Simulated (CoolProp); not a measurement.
Vapour-liquid equilibrium of propane (1) + R236EA (2) at 335.8 K; x and y are mole fractions of (1).

The numbers come from the multi-fluid Helmholtz-energy mixture model, Lemmon 2009 and Rui 2013; pair parameters Bell 2016 in CoolProp.

```tsv
x	bubble pressure, mixture model (MPa)	bubble pressure, Raoult's law (MPa)	y, mixture model	y, Raoult's law
0.05	0.8516	0.7265	0.237	0.154
0.2	1.344	0.9646	0.531	0.463
0.35	1.669	1.203	0.643	0.650
0.5	1.885	1.441	0.711	0.775
0.65	2.047	1.679	0.771	0.865
0.8	2.174	1.917	0.844	0.932
0.95	2.239	2.155	0.951	0.985
```

The largest gap from Raoult's law is +39.3 % in bubble pressure, at x = 0.2. No azeotrope shows between x = 0.05 and 0.95.

Pair parameters are fitted to limited data, so mixtures are less certain than the pure fluids.
